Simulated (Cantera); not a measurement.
## Carbon deposition, reforming and gasification: toluene + O2 + H2

Feed: 1 mol toluene, 0.012 mol O2, 0.51 mol H2, equilibrated at 1.00 bar.

Equilibrium computed with Cantera from the NASA thermochemical tables; the gas is ideal and each condensed phase is pure. Candidate condensed phases: C, C6H6, C7H8, C8H18, H2O; 110 gas species. Rates play no part.

```tsv
T (K)	x H2	x CH4	x CO	x H2O	x CO2	x C2H6	x C2H4	n C(graphite)
973	0.892	0.102	0.00374	0.00208	1.40e-5	1.62e-6	4.14e-7	6.56
998	0.913	0.0813	0.00416	0.00155	1.02e-5	1.26e-6	4.88e-7	6.64
1023	0.930	0.0648	0.00449	0.00114	7.20e-6	9.72e-7	5.66e-7	6.71
1048	0.943	0.0519	0.00473	0.000833	4.96e-6	7.54e-7	6.48e-7	6.76
1073	0.953	0.0417	0.00490	0.000607	3.39e-6	5.87e-7	7.32e-7	6.80
1098	0.961	0.0337	0.00503	0.000444	2.31e-6	4.59e-7	8.19e-7	6.83
1123	0.967	0.0275	0.00511	0.000326	1.58e-6	3.62e-7	9.08e-7	6.86
1148	0.972	0.0225	0.00517	0.000242	1.09e-6	2.87e-7	1.00e-6	6.88
1173	0.976	0.0185	0.00521	0.000181	7.57e-7	2.29e-7	1.10e-6	6.89
```
x: gas mole fraction; n: condensed amount in mol.

From 973 K to 1173 K the condensed part is C(graphite). The main C-bearing gas is CH4 throughout. The share of C in condensed phases is highest at 1173 K (98.5 %) and lowest at 973 K (93.8 %).
